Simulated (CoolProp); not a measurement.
Saturation properties of c-C4F8 (RC318) (Tc = 115.2 °C, pc = 2.778 MPa, ω = 0.355).

Values from CoolProp's reference Helmholtz-energy equation of state, Platzer 1990. This equation is an older, rougher fit; its heat capacities, sound speeds and derivatives of the liquid may be far off and weren't checked against measurements.

```tsv
T (°C)	p (MPa)	liquid density (kg/m³)	enthalpy of vaporisation (kJ/kg)	vapour Z	liquid viscosity (µPa s)	liquid conductivity (mW/(m K))
-33.05	0.02830	1707	126.1	0.9834	926	78.0
-26.65	0.03945	1686	(withheld)	(withheld)	824	76.8
-20.25	0.05389	1665	121.8	0.9728	737	75.6
-13.85	0.07227	1643	119.6	0.9660	661	74.3
-7.45	0.09528	1620	(withheld)	0.9582	595	72.9
-1.05	(withheld)	1598	114.9	0.9492	538	71.5
5.35	(withheld)	1574	112.5	0.9390	487	70.1
11.75	0.2000	1550	109.9	0.9275	441	68.5
18.15	0.2496	1525	107.2	0.9147	401	67.0
```

What belongs in the gaps?


- -26.65, enthalpy of vaporisation (kJ/kg): 124.0
- -26.65, vapour Z: 0.9785
- -7.45, enthalpy of vaporisation (kJ/kg): 117.3
- -1.05, p (MPa): 0.1237
- 5.35, p (MPa): 0.1583

It boils at -6.0 °C under 1 atm.

Viscosity comes from a separate model (Huber 2003), an estimate that may be off by 10 % or more. Thermal conductivity comes from a separate model (Huber 2003), an estimate that may be off by 10 % or more.
